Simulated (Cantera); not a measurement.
What does this Cantera script print?

```python
import numpy as np
import cantera as ct

gas_names = """
    Ca CaF CaF2 Ca2 F F2 H HF H2 H2F2 H3F3 H4F4 H5F5 H6F6 H7F7 N NF NF2 NF3 NH NH2 NH3 N2 N2H2 N2H4
""".split()
cond_names = """
    Ca(a) Ca(b) Ca(L) CaF2(a) CaF2(b) CaF2(L)
""".split()


def load(file, names, dense=False):
    # The tables refer to 1 bar. Condensed volumes are neglected.
    table = {s.name: s for s in ct.Species.list_from_file(file)}
    out = []
    for n in names:
        d = dict(table[n].input_data)
        d["thermo"] = dict(d["thermo"], **{"reference-pressure": 1e5})
        if dense:
            d["equation-of-state"] = {"model": "constant-volume", "density": "1e6 g/cm^3"}
        out.append(ct.Species.from_dict(d))
    return out


gas = ct.Solution(thermo="ideal-gas", species=load("nasa_gas.yaml", gas_names))
cond = {s.name: ct.Solution(thermo="fixed-stoichiometry", species=[s], name=s.name)
        for s in load("nasa_condensed.yaml", cond_names, dense=True)}
atoms = {
    'CaF2': {'Ca': 1, 'F': 2},
    'HF': {'H': 1, 'F': 1},
    'N2': {'N': 2},
}
top_T = {}  # K; cautious upper limits of use, not melting points


def equilibrate(T, P, feed):
    n = {}
    for name, mol in feed.items():
        for a, k in atoms[name].items():
            n[a] = n.get(a, 0.0) + k * mol
    gas.TPX = T, P, n
    mass = sum(n.values()) * gas.mean_molecular_weight
    gas.equilibrate("TP")
    valid = [c for c in cond.values() if c.min_temp <= T <= top_T.get(c.name, c.max_temp)]
    mix = ct.Mixture([(gas, mass / gas.mean_molecular_weight)] + [(c, 0.0) for c in valid])
    mix.T, mix.P = T, P
    mix.equilibrate("TP", solver="vcs", rtol=1e-11, max_steps=5000)
    return mix


results = []
feed = {'CaF2': 1, 'HF': 0.054, 'N2': 19}  # mol
T = 2048  # K
for P in [0.1, 0.46, 2.2, 10, 46, 220, 1000, 4600, 22000, 100000]:
    mix = equilibrate(T, P, feed)
    results.append((T, P, feed, dict(zip(mix.species_names, mix.species_moles))))
    x = sorted(zip(gas.X, gas.species_names), reverse=True)
    print(f"T = {T:g} K  P = {P:g} Pa  gas = {mix.phase_moles(0):.4g} mol")
    print("   x: " + "  ".join(f"{s} {v:.3e}" for v, s in x if v > 0.0001))
    print("   condensed (mol): " + ("  ".join(f"{mix.phase(i).name} {mix.phase_moles(i):.4g}"
          for i in range(1, mix.n_phases) if mix.phase_moles(i) > 1e-12) or "none"))
```

Output:

```
T = 2048 K  P = 0.1 Pa  gas = 20.22 mol
   x: N2 9.395e-01  CaF2 4.283e-02  F 8.400e-03  CaF 5.446e-03  HF 2.059e-03  Ca 1.171e-03  H 6.113e-04
   condensed (mol): none
T = 2048 K  P = 0.46 Pa  gas = 20.13 mol
   x: N2 9.439e-01  CaF2 4.653e-02  F 3.784e-03  CaF 2.855e-03  HF 2.346e-03  H 3.362e-04  Ca 2.962e-04
   condensed (mol): none
T = 2048 K  P = 2.2 Pa  gas = 20.09 mol
   x: N2 9.458e-01  CaF2 4.833e-02  HF 2.519e-03  F 1.691e-03  CaF 1.387e-03  H 1.689e-04
   condensed (mol): none
T = 2048 K  P = 10 Pa  gas = 20.07 mol
   x: N2 9.467e-01  CaF2 4.914e-02  HF 2.607e-03  F 7.838e-04  CaF 6.697e-04
   condensed (mol): none
T = 2048 K  P = 46 Pa  gas = 20.06 mol
   x: N2 9.471e-01  CaF2 4.953e-02  HF 2.652e-03  F 3.633e-04  CaF 3.166e-04
   condensed (mol): none
T = 2048 K  P = 220 Pa  gas = 20.06 mol
   x: N2 9.473e-01  CaF2 4.971e-02  HF 2.674e-03  F 1.657e-04  CaF 1.457e-04
   condensed (mol): none
T = 2048 K  P = 1000 Pa  gas = 20.06 mol
   x: N2 9.474e-01  CaF2 4.979e-02  HF 2.684e-03
   condensed (mol): none
T = 2048 K  P = 4600 Pa  gas = 20.05 mol
   x: N2 9.474e-01  CaF2 4.983e-02  HF 2.688e-03
   condensed (mol): none
T = 2048 K  P = 22000 Pa  gas = 19.56 mol
   x: N2 9.713e-01  CaF2 2.587e-02  HF 2.758e-03
   condensed (mol): CaF2(L) 0.4937
T = 2048 K  P = 100000 Pa  gas = 19.16 mol
   x: N2 9.915e-01  CaF2 5.692e-03  HF 2.815e-03
   condensed (mol): CaF2(L) 0.8909
```

Method: chemical equilibrium by Gibbs-energy minimisation in Cantera with the NASA 1993 tables (ideal gas, pure condensed phases).
